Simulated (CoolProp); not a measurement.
R1234yf along the isotherm 341.4 K: Z from the reference equation and from simpler models built on Tc = 367.8 K, pc = 3384 kPa, ω = 0.276; each cubic takes its own stable root.

Model: reference Helmholtz-energy equation of state, Lemmon 2022, in CoolProp.

| p (kPa) | phase | reference | van der Waals | Redlich-Kwong | Soave-Redlich-Kwong |
|---|---|---|---|---|---|
| 26.8 | gas | 0.9964 | 0.9972 | 0.9967 | 0.9965 |
| 43.2 | gas | 0.9942 | 0.9954 | 0.9946 | 0.9944 |
| 69.8 | gas | 0.9906 | 0.9926 | 0.9912 | 0.9909 |
| 113 | gas | 0.9846 | 0.9880 | 0.9858 | 0.9853 |
| 182 | gas | 0.9751 | 0.9806 | 0.9770 | 0.9761 |
| 294 | gas | 0.9593 | 0.9683 | 0.9624 | 0.9610 |
| 476 | gas | 0.9327 | 0.9477 | 0.9380 | 0.9357 |
| 769 | gas | 0.8873 | 0.9128 | 0.8967 | 0.8927 |
| 1240 | gas | 0.8050 | 0.8506 | 0.8232 | 0.8154 |
| 2010 | liquid | 0.09026 | 0.7215 | 0.6673 | 0.1106 |
| 3240 | liquid | 0.1408 | 0.2316 | 0.1755 | 0.1678 |
| 5240 | liquid | 0.2197 | 0.3425 | 0.2630 | 0.2552 |
| 8460 | liquid | 0.3410 | 0.5144 | 0.3949 | 0.3867 |

At some of these states van der Waals, Redlich-Kwong gives the other phase, because its saturation line lies elsewhere.
